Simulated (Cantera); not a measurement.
Stirred combustor or abatement burner

A perfectly stirred reactor is fed with 28.3 % H2, 15.1 % O2, 56.6 % N2, at 3750 Torr; it is adiabatic with a 300 K inlet, and is followed from long to short residence time, starting on the burning branch (τ in s: 0.029, 0.013, 0.0057, 0.0025, 0.0011, 0.00049, 0.00021, 9.4e-05, 4.1e-05, 1.8e-05, 8e-06).

Model: GRI-Mech 3.0 (53 species, 325 reactions), integrated in Cantera. The hydrogen kinetics of GRI-Mech 3.0 are dated; newer H2 mechanisms differ, most at raised pressure.

```json
[
 {"τ (s)": "0.029", "T (K)": "2371", "x H2": "0.00472", "x O2": "0.0102", "x NO2": "1.22e-6", "x H2O": "0.321", "x HO2": "2.90e-6"},
 {"τ (s)": "0.013", "T (K)": "2370", "x H2": "0.00496", "x O2": "0.0106", "x NO2": "8.86e-7", "x H2O": "0.320", "x HO2": "3.11e-6"},
 {"τ (s)": "0.0057", "T (K)": "2366", "x H2": "0.00551", "x O2": "0.0112", "x NO2": "5.60e-7", "x H2O": "0.319", "x HO2": "3.47e-6"},
 {"τ (s)": "0.0025", "T (K)": "2356", "x H2": "0.00660", "x O2": "0.0118", "x NO2": "3.32e-7", "x H2O": "0.318", "x HO2": "4.15e-6"},
 {"τ (s)": "0.0011", "T (K)": "2337", "x H2": "0.00853", "x O2": "0.0127", "x NO2": "1.98e-7", "x H2O": "0.315", "x HO2": "5.46e-6"},
 {"τ (s)": "0.00049", "T (K)": "2306", "x H2": "0.0115", "x O2": "0.0139", "x NO2": "1.19e-7", "x H2O": "0.310", "x HO2": "7.91e-6"},
 {"τ (s)": "0.00021", "T (K)": "2258", "x H2": "0.0158", "x O2": "0.0158", "x NO2": "7.01e-8", "x H2O": "0.303", "x HO2": "1.26e-5"},
 {"τ (s)": "9.4e-5", "T (K)": "2194", "x H2": "0.0210", "x O2": "0.0182", "x NO2": "4.52e-8", "x H2O": "0.294", "x HO2": "2.02e-5"},
 {"τ (s)": "4.1e-5", "T (K)": "2104", "x H2": "0.0274", "x O2": "0.0214", "x NO2": "3.27e-8", "x H2O": "0.282", "x HO2": "3.30e-5"},
 {"τ (s)": "1.8e-5", "T (K)": "1990", "x H2": "0.0348", "x O2": "0.0256", "x NO2": "2.62e-8", "x H2O": "0.269", "x HO2": "5.30e-5"},
 {"τ (s)": "8.0e-6", "T (K)": "1849", "x H2": "0.0440", "x O2": "0.0314", "x NO2": "2.02e-8", "x H2O": "0.252", "x HO2": "8.41e-5"}
]
```
x: mole fraction; the columns are a selection and need not sum to one.
